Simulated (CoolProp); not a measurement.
The fluid at 359.84 K and 0.443 MPa (stagnation) flows isentropically through a choked orifice. The same conditions are run with several fluids, on thermodynamics alone (safety and materials aside).

The numbers come from the reference Helmholtz-energy equation of state of each fluid (R114: Platzer 1990; methane: Setzmann 1991; ethane: Bücker 2006; R21: Platzer 1990; propane: Lemmon 2009) in CoolProp. The equations of Platzer and Polt are older, rougher fits.

**Question.** Rank R114, methane, ethane, R21, propane by throat to inlet pressure ratio, highest first.

**Answer.** R114 (0.600), propane (0.585), R21 (0.580), ethane (0.571), methane (0.546)

| fluid | mass flux (kg/(m² s)) | throat temperature (K) |
|---|---|---|
| R114 | 2130 | 346.7 |
| methane | 684 | 314.2 |
| ethane | 908 | 331.7 |
| R21 | 1700 | 334.0 |
| propane | 1090 | 340.3 |
